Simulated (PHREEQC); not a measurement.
Consider water at 25 °C with 0.019 mol LiF per kg of water. Closed to the air; pH follows from the charge balance.

All values are PHREEQC results (ion-association model, phreeqc.dat), not measurements.

The pH is 7.69 and the ionic strength is 0.0190 mol/kgw. The specific conductance comes out as 1620 µS/cm.

```tsv
species	molality	activity	log γ
F-	0.0190	0.0165	-0.061
Li+	0.0190	0.0167	-0.055
OH-	5.66e-7	4.93e-7	-0.061
HF	5.07e-7	5.09e-7	0.002
HF2-	3.69e-8	3.23e-8	-0.059
H+	2.30e-8	2.05e-8	-0.050
```

Precipitation was switched off in this run.
